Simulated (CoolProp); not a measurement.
CH3F (R41) along the isotherm -57.25 °C: density (kg/m³) from the reference equation and from simpler models built on Tc = 44.1 °C, pc = 5906 kPa, ω = 0.200; each cubic takes its own stable root.

The numbers come from the reference Helmholtz-energy equation of state, Lemmon 2006 in CoolProp. It is a short technical equation, of lower accuracy than the large ones.

| p (kPa) | phase | reference | van der Waals | Peng-Robinson |
|---|---|---|---|---|
| 1640 | liquid | 837.7 | 444.1 | 751.4 |
| 3280 | liquid | 840.6 | 448.7 | 754.3 |
| 4920 | liquid | 843.5 | 452.9 | 757.0 |
| 6560 | liquid | 846.2 | 456.7 | 759.6 |
| 8200 | liquid | 848.9 | 460.3 | 762.2 |
| 9840 | liquid | 851.4 | 463.5 | 764.6 |
| 11500 | liquid | 854.0 | 466.6 | 767.0 |
| 13100 | liquid | 856.4 | 469.4 | 769.2 |
| 14800 | liquid | 858.9 | 472.1 | 771.5 |
